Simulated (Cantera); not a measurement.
Input (Python, Cantera):

```python
import numpy as np
import cantera as ct

gas = ct.Solution("h2o2.yaml")
gas.TPX = 550, 74000, {'H2': 1, 'O2': 0.602, 'N2': 2.27}
flame = ct.FreeFlame(gas, width=0.049)
flame.set_refine_criteria(ratio=3, slope=0.08, curve=0.16)
flame.transport_model = "mixture-averaged"
flame.solve(loglevel=0, auto=True)
flame.transport_model = "multicomponent"
flame.soret_enabled = True
flame.solve(loglevel=0, refine_grid=True)
z, T = flame.grid, flame.T
thick = (T[-1] - T[0]) / np.gradient(T, z).max()
show = ['H2', 'O2', 'H2O2', 'OH', 'H2O', 'H']
print(f"laminar burning velocity  {flame.velocity[0] * 100:.3f} cm/s")
print(f"burnt temperature         {T[-1]:.1f} K")
print(f"thermal thickness         {thick * 1e3:.4f} mm")
print(f"grid points               {len(z)}")
z0 = z[flame.heat_release_rate.argmax()]
print(f"{'z/mm':>9s}{'T/K':>9s}{'u/(m/s)':>9s}" + "".join(f"{s:>11s}" for s in show))
rows = []
for k in (-3, -2, -1.5, -1, -0.5, -0.25, 0, 0.25, 0.5, 1, 2, 4, 8):
    zz = z0 + k * thick
    rows.append([k * thick, np.interp(zz, z, T), np.interp(zz, z, flame.velocity),
                 *(np.interp(zz, z, flame.X[gas.species_index(s)]) for s in show)])
    print(f"{rows[-1][0] * 1e3:9.3f}{rows[-1][1]:9.1f}{rows[-1][2]:9.3f}" + "".join(f"{x:11.3e}" for x in rows[-1][3:]))
```

Result:

```
laminar burning velocity  493.615 cm/s
burnt temperature         2355.3 K
thermal thickness         0.6427 mm
grid points               131
     z/mm      T/K  u/(m/s)         H2         O2       H2O2         OH        H2O          H
   -1.928    550.0    4.936  2.583e-01  1.555e-01  1.099e-16  7.268e-18  1.714e-13  2.043e-17
   -1.285    550.0    4.936  2.583e-01  1.555e-01  6.543e-14  4.414e-15  2.966e-11  1.916e-14
   -0.964    550.0    4.936  2.582e-01  1.555e-01  6.169e-12  4.508e-13  1.856e-09  7.147e-12
   -0.643    550.0    4.935  2.580e-01  1.555e-01  1.291e-09  1.029e-10  2.361e-07  7.861e-09
   -0.321    562.8    4.988  2.475e-01  1.573e-01  4.386e-06  3.334e-05  6.380e-04  7.234e-05
   -0.161    758.8    6.523  2.093e-01  1.542e-01  1.842e-05  7.287e-04  1.843e-02  4.026e-03
    0.000   1188.3    9.933  1.179e-01  1.154e-01  5.206e-06  3.382e-03  1.014e-01  2.807e-02
    0.161   1499.2   12.432  4.571e-02  6.273e-02  3.106e-06  9.643e-03  1.909e-01  4.378e-02
    0.321   1650.6   13.611  3.185e-02  4.871e-02  1.759e-06  1.304e-02  2.146e-01  3.950e-02
    0.643   1809.9   14.793  2.873e-02  4.360e-02  8.936e-07  1.562e-02  2.267e-01  2.908e-02
    1.285   1968.5   15.922  2.501e-02  3.982e-02  4.846e-07  1.700e-02  2.393e-01  1.883e-02
    2.571   2112.6   16.912  1.953e-02  3.646e-02  3.039e-07  1.676e-02  2.528e-01  1.065e-02
    5.141   2230.3   17.697  1.340e-02  3.379e-02  2.227e-07  1.494e-02  2.656e-01  5.165e-03
```

Model: the H2/O2 subset of GRI-Mech 3.0, which has no nitrogen chemistry, integrated in Cantera. Burning velocities carry a grid error of a few per cent, more on coarse grids.
